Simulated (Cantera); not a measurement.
An isothermal, constant-pressure homogeneous reactor starts with 54.3 % CH4, 45.7 % CO2, at 2073 K and 0.240 bar.

Computed with Cantera and GRI-Mech 3.0 (53 species, 325 reactions).

One state of this run: x CH4 = 0.00533; x CO2 = 0.0135; x C2H = 1.12e-5; x O = 1.63e-7; x CH2CO = 3.84e-5; x CH2O = 2.00e-6. x: mole fraction; the columns are a selection and need not sum to one.

Question: Which value of t (s) does it belong to?
(A) 2.00
(B) 0.0200
(C) 0.0632
(D) 63.2

Answer: B, 0.0200
